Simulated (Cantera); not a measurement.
Input: 1 mol Cu2O, 6 mol C, 0.053 mol CO, 4.6 mol CH4, equilibrated at 0.0133 bar.

These are equilibrium values from Cantera (NASA tables, ideal gas, pure condensed phases), not measurements of a reactor. Candidate condensed phases: C, C6H6, C7H8, C8H18, Cu, CuO, Cu(OH)2, Cu2O, H2O; 113 gas species. The numbers say what is thermodynamically allowed, not how fast it happens.

x: gas mole fraction; n: condensed amount in mol.

```
T (°C)   x H2        x Cu    x CO         x H  x C2H2 (acetylene)       x Cu2       x CH4  n C(graphite)  n Cu(s)  n Cu(l)
------  -----  ----------  ------  ----------  ------------------  ----------  ----------  -------------  -------  -------
975     0.897     3.30e-6   0.103     3.83e-6             2.18e-7    1.60e-10    0.000120           9.60     2.00        0
1050    0.897     2.01e-5   0.103     1.30e-5             7.40e-7     2.06e-9     7.29e-5           9.60     2.00        0
1125    0.897  (withheld)   0.103  (withheld)          (withheld)  (withheld)  (withheld)           9.60        0     2.00
1200    0.897    0.000388   0.103    0.000104             5.83e-6     1.27e-7     3.15e-5           9.60        0     2.00
1275    0.896     0.00135   0.103    0.000252             1.41e-5     7.13e-7     2.19e-5           9.60        0     1.99
1350    0.893     0.00417   0.102    0.000566             3.11e-5     3.38e-6     1.58e-5           9.60        0     1.96
1425    0.886  (withheld)   0.101  (withheld)          (withheld)  (withheld)  (withheld)           9.60        0     1.88
1500    0.868      0.0296  0.0995     0.00230            0.000122     5.04e-5     8.48e-6           9.60        0     1.69
1575    0.830      0.0697  0.0953     0.00418            0.000214    0.000163     6.06e-6           9.60        0     1.23
1650    0.752       0.153  0.0865     0.00708            0.000340    0.000481     3.96e-6           9.59        0    0.124
1725    0.740       0.162  0.0855      0.0120            0.000561    0.000338     3.12e-6           9.59        0        0
1800    0.733       0.161  0.0851      0.0195            0.000898    0.000220     2.52e-6           9.58        0        0
1875    0.723       0.160  0.0846      0.0307             0.00138    0.000146     2.05e-6           9.57        0        0
1950    0.708       0.159  0.0839      0.0467             0.00205     9.93e-5     1.67e-6           9.55        0        0
```

### Question
Some entries are withheld; supply them.

### Answer

- 1125, x Cu: 9.73e-5
- 1125, x H: 3.88e-5
- 1125, x C2H2 (acetylene): 2.20e-6
- 1125, x Cu2: 1.87e-8
- 1125, x CH4: 4.69e-5
- 1425, x Cu: 0.0116
- 1425, x H: 0.00118
- 1425, x C2H2 (acetylene): 6.38e-5
- 1425, x Cu2: 1.39e-5
- 1425, x CH4: 1.15e-5
